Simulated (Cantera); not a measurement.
Feed: 1 mol FeS, a varied amount of H2, equilibrated at 2100 K and 0.00133 bar.

Method: chemical equilibrium by Gibbs-energy minimisation in Cantera with the NASA 1993 tables (ideal gas, pure condensed phases). Candidate condensed phases: Fe, FeS, FeS2, S; 8 gas species. Rates play no part.

Task: At 80 mol H2, list the 5 most abundant gas species with their mole fractions, and the condensed phases.

Result: H2 0.897, H 0.0808, Fe 0.0117, S 0.00575, SH 0.00296. Condensed: gas only.
